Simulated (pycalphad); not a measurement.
# Effect of B content in Ti-B

Source of the numbers: pycalphad with the COST 507 light-alloy database (1999); pressure 1 atm. The database dates from 1999; later assessments differ in places, in temperatures and in the compounds included. Amounts are mole fractions of atoms. Diffusion is slow at the low end, where real alloys seldom reach equilibrium.

| alloy | liquidus (°C) | first solid | solidus (°C) | phases at 377 °C |
|---|---|---|---|---|
| Ti-3.3B (at.%) | … | bcc | 1541 | … |
| Ti-4.4B (at.%) | 1580 | bcc | 1541 | hcp 0.91, BM 0.09 |
| Ti-6.6B (at.%) | 1545 | bcc | 1541 | hcp 0.87, BM 0.13 |
| Ti-13.2B (at.%) | 1648 | BM | 1541 | hcp 0.74, BM 0.26 |
| Ti-17.6B (at.%) | 1705 | BM | 1541 | hcp 0.65, BM 0.35 |

Task: What belongs in the gaps?

Result: 
- Ti-3.3B (at.%), liquidus (°C): 1600
- Ti-3.3B (at.%), phases at 377 °C: hcp 0.93, BM 0.07

Database names, with the compositions (at.%) that they take in these runs: BM: Ti 50 B 50.
